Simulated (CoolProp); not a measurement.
R113 at 298.15 K and 0.0242 MPa is throttled through a valve to 0.00992 MPa with no heat exchange. Each further row changes one setting.

Values from CoolProp's reference Helmholtz-energy equation of state, Marx 1992.

```
case                         temperature change (K)  final density (kg/m³)
---------------------------  ----------------------  ---------------------
as stated                                      -0.5                  0.755
outlet pressure 0.00298 MPa                    -0.7                  0.226
outlet pressure 0.0129 MPa                     -0.4                  0.983
```
